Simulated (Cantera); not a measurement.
## Dilute partial oxidation

An isothermal, constant-pressure homogeneous reactor starts with CH2O : O2 : N2 : CH4 = 0.0055 : 0.0028 : 1 : 0.015 (molar parts), at 1550 K and 62000 Pa.

Detailed kinetics in Cantera: GRI-Mech 3.0 (53 species, 325 reactions). GRI-Mech 3.0 stops at C3 and has no aromatics, soot or wall deposition, so with more carbon than oxygen in the feed, carbon stays in small species such as C2H2 where larger ones or solid carbon would form.

```json
[
 {"t (s)": "4.00e-5", "x CH2O": "0.00537", "x O2": "0.00274", "x C2H6": "1.66e-10", "x H": "2.61e-7", "x CO2": "4.32e-11", "x O": "4.38e-9", "x CO": "7.21e-6"},
 {"t (s)": "0.000133", "x CH2O": "0.00532", "x O2": "0.00273", "x C2H6": "1.33e-8", "x H": "7.18e-7", "x CO2": "2.87e-9", "x O": "1.24e-8", "x CO": "5.03e-5"},
 {"t (s)": "0.000439", "x CH2O": "0.00480", "x O2": "0.00269", "x C2H6": "1.43e-6", "x H": "3.24e-6", "x CO2": "3.01e-7", "x O": "5.80e-8", "x CO": "0.000580"},
 {"t (s)": "0.00145", "x CH2O": "0.00205", "x O2": "0.00248", "x C2H6": "3.53e-5", "x H": "4.36e-6", "x CO2": "7.80e-6", "x O": "9.24e-8", "x CO": "0.00343"},
 {"t (s)": "0.00482", "x CH2O": "0.000194", "x O2": "0.00224", "x C2H6": "7.60e-5", "x H": "3.26e-6", "x CO2": "2.42e-5", "x O": "7.79e-8", "x CO": "0.00539"},
 {"t (s)": "0.0160", "x CH2O": "1.26e-5", "x O2": "0.00175", "x C2H6": "8.55e-5", "x H": "4.60e-6", "x CO2": "6.10e-5", "x O": "7.86e-8", "x CO": "0.00578"},
 {"t (s)": "0.0529", "x CH2O": "2.61e-6", "x O2": "0.000570", "x C2H6": "3.26e-5", "x H": "5.92e-6", "x CO2": "0.000155", "x O": "2.33e-8", "x CO": "0.00645"},
 {"t (s)": "0.175", "x CH2O": "1.34e-7", "x O2": "4.03e-5", "x C2H6": "6.50e-6", "x H": "4.27e-6", "x CO2": "0.000222", "x O": "9.50e-10", "x CO": "0.00676"},
 {"t (s)": "0.581", "x CH2O": "2.10e-8", "x O2": "3.39e-8", "x C2H6": "2.38e-6", "x H": "4.56e-6", "x CO2": "0.000291", "x O": "2.70e-12", "x CO": "0.00673"},
 {"t (s)": "1.92", "x CH2O": "9.51e-9", "x O2": "<1e-12", "x C2H6": "5.68e-7", "x H": "5.48e-6", "x CO2": "0.000352", "x O": "1.65e-12", "x CO": "0.00676"},
 {"t (s)": "6.38", "x CH2O": "3.56e-9", "x O2": "<1e-12", "x C2H6": "9.86e-8", "x H": "6.23e-6", "x CO2": "0.000315", "x O": "1.48e-12", "x CO": "0.00713"},
 {"t (s)": "21.1", "x CH2O": "1.46e-9", "x O2": "<1e-12", "x C2H6": "3.37e-8", "x H": "6.59e-6", "x CO2": "0.000236", "x O": "1.09e-12", "x CO": "0.00811"},
 {"t (s)": "70.0", "x CH2O": "3.61e-10", "x O2": "<1e-12", "x C2H6": "1.21e-8", "x H": "6.79e-6", "x CO2": "9.89e-5", "x O": "<1e-12", "x CO": "0.00963"}
]
```
x: mole fraction; the columns are a selection and need not sum to one.

Equilibrium at this temperature and pressure: CH2O 8.39e-11, O2 <1e-12, C2H6 9.59e-11, H 6.90e-6, CO2 1.23e-9, O <1e-12, CO 0.0106 (gas phase only).
